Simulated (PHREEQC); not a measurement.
Solution (25 °C): 0.0019 mol/kgw KH2PO4. Closed to the air; pH follows from the charge balance.

All values are PHREEQC results (ion-association model, phreeqc.dat), not measurements.

This is a speciation only: nothing precipitates in the calculation.

Estimate the pH.

pH 4.99.

Species that the database lacks are ignored.
